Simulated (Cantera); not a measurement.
A perfectly stirred reactor is fed with CH4 : O2 : N2 = 1 : 2 : 7.52 (molar parts), at 9.87 atm; it is adiabatic with a 375 K inlet, and is followed from long to short residence time, starting on the burning branch (τ in s: 0.023, 0.01, 0.0046, 0.0021, 0.00093, 0.00042, 0.00019, 8.5e-05, 3.8e-05, 1.7e-05, 7.7e-06).

Cantera simulation using GRI-Mech 3.0 (53 species, 325 reactions); the numbers are that mechanism's predictions, not measurements.

Predict: blow-out, bracketed by the residence times tried; x(CH4) at τ = 23.0 ms; x(O2) at τ = 23.0 ms; x(OH) at τ = 23.0 ms; x(NO2) at τ = 23.0 ms; x(CO) at τ = 23.0 ms; x(CH4) at τ = 0.420 ms; x(O2) at τ = 0.420 ms; x(OH) at τ = 0.420 ms; x(NO2) at τ = 0.420 ms; x(CO) at τ = 0.420 ms.


- blow-out, bracketed by the residence times tried: burning at 38.0 µs, out at 17.0 µs
- x(CH4) at τ = 23.0 ms: 3.86e-6
- x(O2) at τ = 23.0 ms: 0.00363
- x(OH) at τ = 23.0 ms: 0.00221
- x(NO2) at τ = 23.0 ms: 4.62e-7
- x(CO) at τ = 23.0 ms: 0.00681
- x(CH4) at τ = 0.420 ms: 9.23e-5
- x(O2) at τ = 0.420 ms: 0.00882
- x(OH) at τ = 0.420 ms: 0.00369
- x(NO2) at τ = 0.420 ms: 2.49e-7
- x(CO) at τ = 0.420 ms: 0.0140
